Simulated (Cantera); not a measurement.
Input: 1 mol trisilylamine, 11 mol N₂, 8.7 mol H₂, at 1123 K and 55000 Pa.

Method: chemical equilibrium by Gibbs-energy minimisation in Cantera with the NASA 1993 tables (ideal gas, pure condensed phases). Candidate condensed phases: Si, Si₃N₄; 18 gas species. The feed counts by its element totals alone. Equilibrium is a limit: real reactors are often held back by kinetics, nucleation or transport.

Base state: H₂ 0.581, N₂ 0.418, NH₃ 4.43e-5 (mole fractions); condensed: Si₃N₄(s).

Problem. What changes in the equilibrium state with this change: trisilylamine replaced by Si₂Cl₆?

Solution. 
| species | before | after |
|---|---|---|
| N₂ | 0.418 | 0.461 |
| H₂ | 0.581 | 0.289 |
| HCl | 0 | 0.239 |
| SiCl₄ | 0 | 0.0105 |
| SiHCl₃ | 0 | 0.000217 |
| SiCl₃ | 0 | 3.87e-5 |
| NH₃ | 4.43e-5 | 1.63e-5 |
| Si₃N₄(s), mol | 1.00 | 0.590 |
N₂ is the only nitrogen source here; it is nearly inert below about 1500 K, so the nitride shown seldom forms there in practice. The tables' values for SiCl₃ are old estimates; treat these amounts as uncertain. Further candidate phases: NH₄Cl.
